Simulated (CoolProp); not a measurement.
Properties of R1234ze(Z) along the isobar 1.01 bar (Tc = 150.1 °C, pc = 35.31 bar, ω = 0.327).

Model: reference Helmholtz-energy equation of state, Akasaka 2019, in CoolProp.

```tsv
T (°C)	phase	density (kg/m³)	isothermal compressibility (1/MPa)
89.95	gas	3.889	10.09
95.05	gas	3.831	10.08
100.25	gas	3.775	10.08
105.35	gas	3.721	10.07
110.45	gas	3.668	10.06
115.55	gas	3.617	10.05
120.75	gas	3.567	10.04
125.85	gas	3.519	10.04
130.95	gas	3.473	10.03
136.05	gas	3.427	10.02
141.25	gas	3.383	10.02
146.35	gas	3.340	10.01
151.45	gas	3.298	10.01
156.55	gas	3.257	10.00
161.75	gas	3.217	10.000
166.85	gas	3.178	9.995
```
